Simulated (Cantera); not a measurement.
Premixed flame

A freely propagating, adiabatic, planar premixed flame of 12.8 % CH4, 2.42 % H2, 17.9 % O2, 67.0 % N2, equivalence ratio 1.5, unburnt at 475 K and 900000 Pa; mixture-averaged transport, grid criteria slope 0.08 and curve 0.16, no radiation.

Computed with Cantera and GRI-Mech 3.0 (53 species, 325 reactions). Burning velocities carry a grid error of a few per cent, more on coarse grids.

| z (mm) | T (K) | u (m/s) | x CH4 | x H2 | x O2 | x CO2 | x HCO | x H |
|---|---|---|---|---|---|---|---|---|
| -0.503 | 476 | 0.166 | 0.127 | 0.0262 | 0.178 | 1.41e-6 | <1e-8 | <1e-8 |
| -0.335 | 485 | 0.170 | 0.126 | 0.0292 | 0.177 | 1.85e-5 | <1e-8 | <1e-8 |
| -0.252 | 514 | 0.181 | 0.124 | 0.0326 | 0.175 | 0.000107 | <1e-8 | <1e-8 |
| -0.168 | 648 | 0.230 | 0.114 | 0.0384 | 0.164 | 0.000858 | <1e-8 | <1e-8 |
| -0.0839 | 1107 | 0.401 | 0.0800 | 0.0464 | 0.119 | 0.00599 | 3.64e-8 | 1.59e-6 |
| -0.0419 | 1486 | 0.544 | 0.0501 | 0.0507 | 0.0753 | 0.0127 | 1.29e-6 | 3.53e-5 |
| 0 | 1828 | 0.676 | 0.0227 | 0.0546 | 0.0322 | 0.0213 | 2.68e-6 | 0.000227 |
| 0.0419 | 1997 | 0.742 | 0.0106 | 0.0576 | 0.0104 | 0.0281 | 1.19e-6 | 0.000400 |
| 0.0839 | 2053 | 0.763 | 0.00678 | 0.0602 | 0.00354 | 0.0318 | 4.60e-7 | 0.000373 |
| 0.168 | 2076 | 0.773 | 0.00443 | 0.0644 | 0.000592 | 0.0352 | 1.50e-7 | 0.000279 |
| 0.335 | 2076 | 0.774 | 0.00288 | 0.0695 | 3.55e-5 | 0.0372 | 8.32e-8 | 0.000239 |
| 0.671 | 2069 | 0.773 | 0.00177 | 0.0746 | 4.04e-7 | 0.0376 | 6.69e-8 | 0.000235 |
| 1.34 | 2063 | 0.774 | 0.000952 | 0.0793 | 1.12e-7 | 0.0370 | 5.90e-8 | 0.000232 |
x: mole fraction of selected species; z is measured from the peak of heat release.

```yaml
laminar_burning_velocity: 16.6 cm/s
thermal_thickness: 0.168 mm
peak x(HCO): 2.78e-6
peak x(H): 0.000405
grid_points: 136
```
